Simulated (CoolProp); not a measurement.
Properties of ethanol along the isobar 996 kPa (Tc = 241.6 °C, pc = 6268 kPa, ω = 0.644).

Model: reference Helmholtz-energy equation of state, Schroeder 2014, in CoolProp.

```
T (°C)   phase        Z  cv (kJ/(kg K))
------  ------  -------  --------------
55.75   liquid  0.02211           2.266
65.05   liquid  0.02175           2.335
74.35   liquid      ___             ___
83.65   liquid      ___           2.472
92.95   liquid  0.02086           2.539
102.25  liquid  0.02063             ___
111.55  liquid  0.02043           2.669
120.85  liquid  0.02028           2.730
130.15  liquid  0.02016           2.788
139.45  liquid  0.02009           2.841
148.75  liquid  0.02008           2.889
157.95     gas   0.8717           1.963
167.25     gas   0.8864           1.961
176.55     gas   0.8990           1.963
185.85     gas   0.9098           1.969
```

Problem. Complete the blanks.

Solution. 
- 74.35, Z: 0.02142
- 74.35, cv (kJ/(kg K)): 2.404
- 83.65, Z: 0.02112
- 102.25, cv (kJ/(kg K)): 2.605
